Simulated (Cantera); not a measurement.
A perfectly stirred reactor is fed with 90.9 % NO, 9.09 % N2, at 10.00 Torr; it is held at 2100 K, and followed from long to short residence time.

Model: GRI-Mech 3.0 (53 species, 325 reactions), integrated in Cantera. Radical loss at walls, strong at low pressure, is not modelled.

One state of this run: x NO = 0.799; x N2O = 0.000165; x N2 = 0.145; x O = 0.00333; x NO2 = 6.36e-5. x: mole fraction; the columns are a selection and need not sum to one.

Q: Which value of τ (s) does it belong to?
A. 0.55
B. 0.13
C. 0.26
D. 0.014

A: A, 0.55
